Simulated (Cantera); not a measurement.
Cantera with NASA thermochemical tables; ideal gases at 1 bar, condensed phases pure. Values are per mole of reaction as written; species without (g) are pure solids or liquids, kept so even where they would boil at 1 bar.

CO2(g) + 2 Cu(OH)2 + 8 Cu ⇌ 5 Cu2O + CH3OH(g)

| T (K) | ΔH° (kJ) | ΔS° (J/K) | ΔG° (kJ) | log10 K | condensed phases |
|---|---|---|---|---|---|
| 1298 | 205.0 | -53.4 | 274.4 | -11.04 | Cu(OH)2(s), Cu(s), Cu2O(s) |
| 1323 | 204.8 | -53.6 | 275.7 | -10.89 | Cu(OH)2(s), Cu(s), Cu2O(s) |
| 1348 | … | … | … | … | Cu(OH)2(s), Cu(s), Cu2O(s) |
| 1373 | … | … | … | … | Cu(OH)2(s), Cu(l), Cu2O(s) |
| 1398 | 99.2 | -131.3 | 282.8 | -10.57 | Cu(OH)2(s), Cu(l), Cu2O(s) |
| 1423 | 99.3 | -131.3 | 286.1 | -10.50 | Cu(OH)2(s), Cu(l), Cu2O(s) |
| 1448 | 99.5 | -131.2 | 289.4 | -10.44 | Cu(OH)2(s), Cu(l), Cu2O(s) |
| 1473 | 99.8 | -130.9 | 292.7 | -10.38 | Cu(OH)2(s), Cu(l), Cu2O(s) |
| 1498 | 100.2 | -130.6 | 295.9 | -10.32 | Cu(OH)2(s), Cu(l), Cu2O(s) |

Q: Fill in the missing entries.

A: 
- 1348, ΔH° (kJ): 204.6
- 1348, ΔS° (J/K): -53.8
- 1348, ΔG° (kJ): 277.0
- 1348, log10 K: -10.74
- 1373, ΔH° (kJ): 99.3
- 1373, ΔS° (J/K): -131.3
- 1373, ΔG° (kJ): 279.6
- 1373, log10 K: -10.64
